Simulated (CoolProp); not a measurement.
A single-stage vapour-compression cycle with R404A: evaporating at 238.15 K (dew point), condensing at 287.15 K (bubble point), superheat 5 K, subcooling 2 K, compressor efficiency 0.6, no pressure losses. Each further row changes one setting.

The numbers come from the reference Helmholtz-energy equation of state, Lemmon 2003 in CoolProp. It is a pseudo-pure fit of the blend.

```json
[
 {"case": "as stated", "cooling COP": "(withheld)", "pressure ratio": "5.67", "discharge temperature (K)": "323.5", "refrigerating effect (kJ/kg)": "134", "volumetric capacity (kJ/m³)": "1120"},
 {"case": "evaporating temperature 243.15 K", "cooling COP": "(withheld)", "pressure ratio": "(withheld)", "discharge temperature (K)": "319.3", "refrigerating effect (kJ/kg)": "137", "volumetric capacity (kJ/m³)": "1400"},
 {"case": "condensing temperature 282.15 K", "cooling COP": "2.58", "pressure ratio": "(withheld)", "discharge temperature (K)": "(withheld)", "refrigerating effect (kJ/kg)": "141", "volumetric capacity (kJ/m³)": "1180"},
 {"case": "subcooling 7 K", "cooling COP": "(withheld)", "pressure ratio": "5.67", "discharge temperature (K)": "323.5", "refrigerating effect (kJ/kg)": "141", "volumetric capacity (kJ/m³)": "1180"},
 {"case": "superheat 15 K", "cooling COP": "2.26", "pressure ratio": "5.67", "discharge temperature (K)": "334.7", "refrigerating effect (kJ/kg)": "142", "volumetric capacity (kJ/m³)": "1130"},
 {"case": "compressor efficiency 0.5", "cooling COP": "1.87", "pressure ratio": "5.67", "discharge temperature (K)": "(withheld)", "refrigerating effect (kJ/kg)": "134", "volumetric capacity (kJ/m³)": "1120"}
]
```

Problem. Complete the blanks.

Solution. 
- as stated, cooling COP: 2.24
- evaporating temperature 243.15 K, cooling COP: 2.61
- evaporating temperature 243.15 K, pressure ratio: 4.59
- condensing temperature 282.15 K, pressure ratio: 4.91
- condensing temperature 282.15 K, discharge temperature (K): 316.6
- subcooling 7 K, cooling COP: 2.36
- compressor efficiency 0.5, discharge temperature (K): 335.2
